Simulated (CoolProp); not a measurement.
Fluorine along the isotherm -123.15 °C: fugacity coefficient from the reference equation and from simpler models built on Tc = -128.7 °C, pc = 5.240 MPa, ω = 0.045; each cubic takes its own stable root.

Model: reference Helmholtz-energy equation of state, de Reuck 1990, in CoolProp.

| p (MPa) | phase | reference |
|---|---|---|
| 0.873 | gas | 0.9519 |
| 1.75 | gas | 0.9037 |
| 2.62 | gas | 0.8561 |
| 3.49 | gas | 0.8086 |
| 4.37 | gas | 0.7605 |
| 5.24 | supercritical | 0.7123 |
| 6.11 | supercritical | 0.6616 |
| 6.99 | supercritical | 0.6062 |
| 7.86 | supercritical | 0.5580 |
| 8.73 | supercritical | 0.5185 |
| 9.61 | supercritical | 0.4854 |
| 10.5 | supercritical | 0.4576 |
| 11.4 | supercritical | 0.4339 |
| 12.2 | supercritical | 0.4158 |
| 13.1 | supercritical | 0.3982 |

Problem. How far does each simpler model (Redlich-Kwong, Peng-Robinson) lie from the reference over these 15 states: mean and median of the absolute difference, and the worst?

Solution. 
- Redlich-Kwong: mean 0.7 %, median 0.7 %, worst +1.5 % at -123.15 °C and 13.1 MPa
- Peng-Robinson: mean 3.5 %, median 4.0 %, worst -4.3 % at -123.15 °C and 6.11 MPa
